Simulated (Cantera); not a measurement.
## Transport properties of process gases

Gas mixture: O2 = 0.98 (molar parts), at 0.353 Torr, frozen composition.

Cantera's kinetic-theory transport with the Lennard-Jones parameters of GRI-Mech 3.0, ideal gas; thermal conductivity in the multicomponent form.

```tsv
T (K)	ρ (kg/m³)	cp (J/kg/K)	μ (µPa s)	λ (mW/m/K)	Pr	D (cm²/s) OH	D (cm²/s) NH3	D (cm²/s) NO
400	0.000452	941.4	25.6	33.9	0.712	1150	831	731
500	0.000362	971.4	30.0	41.1	0.711	1680	1260	1070
600	0.000301	1003	34.1	48.1	0.710	2290	1750	1460
700	0.000258	1031	37.8	54.9	0.710	2970	2310	1900
800	0.000226	1055	41.4	61.5	0.710	3710	2920	2380
900	0.000201	1074	44.7	67.7	0.709	4520	3590	2890
```
D: mixture-averaged diffusion coefficient of that species in the mixture.
